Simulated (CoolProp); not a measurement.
Saturation properties of chlorine.

Model: reference Helmholtz-energy equation of state, Thol 2021, in CoolProp.

| T (°C) | p (MPa) | enthalpy of vaporisation (kJ/kg) | liquid cp (kJ/(kg K)) | vapour Z |
|---|---|---|---|---|
| 59.45 | 1.783 | 217.2 | 1.071 | 0.8132 |
| 62.55 | 1.905 | 214.0 | 1.081 | 0.8047 |
| 65.65 | … | … | 1.092 | 0.7960 |
| 68.75 | 2.166 | 207.4 | 1.104 | 0.7870 |
| 71.95 | 2.311 | 203.8 | 1.117 | … |
| 75.05 | 2.457 | 200.3 | 1.131 | 0.7678 |
| 78.15 | 2.609 | 196.6 | 1.146 | 0.7580 |
| 81.25 | 2.768 | … | 1.163 | 0.7478 |
| 84.35 | 2.934 | 189.0 | 1.181 | 0.7374 |
| 87.45 | 3.106 | … | … | 0.7266 |
| 90.55 | 3.286 | 180.8 | 1.222 | 0.7154 |
| 93.65 | 3.473 | 176.5 | 1.247 | 0.7039 |

Problem. What belongs in the gaps?

Solution. 
- 65.65, p (MPa): 2.033
- 65.65, enthalpy of vaporisation (kJ/kg): 210.8
- 71.95, vapour Z: 0.7774
- 81.25, enthalpy of vaporisation (kJ/kg): 192.8
- 87.45, enthalpy of vaporisation (kJ/kg): 184.9
- 87.45, liquid cp (kJ/(kg K)): 1.201

It boils at -34.0 °C under 1 atm.
